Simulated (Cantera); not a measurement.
Input (Python, Cantera) and output of one run.

```python
import numpy as np
import cantera as ct

gas_names = """
    C CN CO CO2 C2 CCN CNC C2N2 C2O C3 C3O2 C4 C4N2 C5 Fe FeC5O5 FeO N NCO NO NO2 NO3 N2 N2O O O2 O3
""".split()
cond_names = """
    C(gr) Fe(a) Fe(c) Fe(d) Fe(L) FeC5O5(L) FeO(s) FeO(L) Fe2O3(s) Fe3O4(s)
""".split()


# ... load() reads the species with a 1 bar reference pressure and builds the phases ...
atoms = {
    'Fe(CO)5': {'Fe': 1, 'C': 5, 'O': 5},
    'O2': {'O': 2},
    'N2': {'N': 2},
}
top_T = {'C(gr)': 4500, 'Fe2O3(s)': 1830, 'Fe3O4(s)': 1870}  # K; cautious upper limits of use, not melting points


# ... equilibrate(T, P, feed) seeds the gas with the atoms and calls Mixture.equilibrate('TP', solver="vcs", rtol=1e-11, max_steps=5000) ...
results = []
T = 950  # K
P = 21000  # Pa
for m in [0.11, 0.16, 0.21, 0.26, 0.31, 0.35, 0.4, 0.45, 0.5, 0.55]:
    feed = {'Fe(CO)5': 1, 'O2': m, 'N2': 0.12}  # mol
    mix = equilibrate(T, P, feed)
    results.append((T, P, feed, dict(zip(mix.species_names, mix.species_moles))))

top = {s: max(r[3][s] / sum(r[3][g] for g in gas_names) for r in results) for s in gas_names}
cols = sorted((s for s in top if top[s] > 0.0001), key=lambda s: -top[s])[:8]
seen = [c for c in cond_names if any(r[3].get(c, 0) > 1e-12 for r in results)]
print("log10 of partial pressures in bar; condensed amounts in mol")
print(f"{'n(O2)':>10s}" + "".join(f"{s[:9]:>10s}" for s in cols + seen))
for T, P, feed, n in results:
    ng = sum(n[g] for g in gas_names)
    print(f"{feed['O2']:10.4g}" + "".join(f"{np.log10(max(n[s] / ng * P / 1e5, 1e-99)):10.3f}" for s in cols)
          + "".join(f"{n.get(c, 0):10.4g}" for c in seen))
```

It prints:

```
log10 of partial pressures in bar; condensed amounts in mol
     n(O2)        CO       CO2        N2     C(gr)     Fe(a)    FeO(s)
      0.11    -0.793    -1.363    -2.245    0.6937         1         0
      0.16    -0.793    -1.363    -2.253    0.6115         1         0
      0.21    -0.793    -1.362    -2.260    0.5292         1         0
      0.26    -0.793    -1.362    -2.268     0.447         1         0
      0.31    -0.793    -1.362    -2.276    0.3647         1         0
      0.35    -0.792    -1.361    -2.282    0.2989         1         0
       0.4    -0.792    -1.361    -2.289    0.2167         1         0
      0.45    -0.792    -1.361    -2.296    0.1345         1         0
       0.5    -0.792    -1.360    -2.303   0.05222         1         0
      0.55    -0.795    -1.348    -2.308         0     0.995  0.004965
```

Method: chemical equilibrium by Gibbs-energy minimisation in Cantera with the NASA 1993 tables (ideal gas, pure condensed phases). The tables' stoichiometric FeO is somewhat more stable than real wüstite, so its field is too wide. FeO: taken at fixed stoichiometry. Condensed phases not in the tables: cementite and carbon dissolved in iron.
